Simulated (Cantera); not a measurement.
A freely propagating, adiabatic, planar premixed flame of 9.95 % CH₄, 0.566 % C₂H₆, 18.8 % O₂, 70.7 % N₂, unburnt at 600 K and 760 Torr; mixture-averaged transport, grid criteria slope 0.08 and curve 0.16, no radiation.

Detailed kinetics in Cantera: GRI-Mech 3.0 (53 species, 325 reactions). Burning velocities carry a grid error of a few per cent, more on coarse grids.

Q: Predict: laminar burning velocity; thermal thickness; peak x(O); peak x(CO); peak x(CH₂CO).

A: 
```json
{
 "laminar_burning_velocity": "127 cm/s",
 "thermal_thickness": "0.323 mm",
 "peak x(O)": "0.00294",
 "peak x(CO)": "0.0665",
 "peak x(CH₂CO)": "0.000289"
}
```
